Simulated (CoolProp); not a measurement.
Saturation properties of methane.

Model: reference Helmholtz-energy equation of state, Setzmann 1991, in CoolProp.

```tsv
T (°C)	p (bar)	enthalpy of vaporisation (kJ/kg)	surface tension (mN/m)	vapour viscosity (µPa s)	liquid conductivity (mW/(m K))
-166.35	0.6656	519.4	13.9	4.05	190
-159.75	1.166	507.6	12.6	(withheld)	181
-153.15	1.914	494.6	11.3	4.58	(withheld)
-146.55	2.978	480.1	10.0	4.85	163
-139.85	4.456	(withheld)	8.79	5.12	(withheld)
-133.25	6.379	445.4	7.58	5.41	144
-126.65	8.844	424.7	6.40	5.71	134
-119.95	(withheld)	400.7	5.23	6.06	125
-113.35	15.79	373.2	4.13	6.46	115
-106.75	20.40	340.7	3.07	6.96	106
-100.15	(withheld)	301.3	2.07	7.63	96.1
-93.45	32.53	249.6	1.14	(withheld)	86.1
-86.85	40.24	173.1	0.346	10.4	77.0
```

Complete the blanks.


- -159.75, vapour viscosity (µPa s): 4.32
- -153.15, liquid conductivity (mW/(m K)): 172
- -139.85, enthalpy of vaporisation (kJ/kg): 463.7
- -139.85, liquid conductivity (mW/(m K)): 153
- -119.95, p (bar): 11.99
- -100.15, p (bar): 25.90
- -93.45, vapour viscosity (µPa s): 8.62

It boils at -161.5 °C under 1 atm.

Viscosity comes from a separate model (Quiñones-Cisneros 2006). Thermal conductivity comes from a separate model (Friend 1989). Surface tension comes from a separate correlation (Mulero 2012).
